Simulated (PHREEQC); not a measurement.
A PHREEQC speciation (ion-association model, phreeqc.dat) at 25 °C gives pH 1.23 and these molalities:

```json
[
 {"species": "H+", "mol/kgw": "0.0704"},
 {"species": "HSO4-", "mol/kgw": "0.0416"},
 {"species": "SO4-2", "mol/kgw": "0.0148"},
 {"species": "Mg+2", "mol/kgw": "0.000186"},
 {"species": "Cu+2", "mol/kgw": "0.000175"},
 {"species": "MgSO4", "mol/kgw": "0.000104"},
 {"species": "CuSO4", "mol/kgw": "8.46e-5"}
]
```

Question: What are the element totals, and what could have been dissolved in 1 kg of water to give them?

Answer: Several could match; the one computed here: totals Cu(2) 0.000260, Mg 0.000290, S(6) 0.0566 mol/kgw, from 0.056 mol H2SO4, 0.00026 mol CuSO4 and 0.00029 mol MgSO4 per kg of water.

Precipitation was switched off in this run.
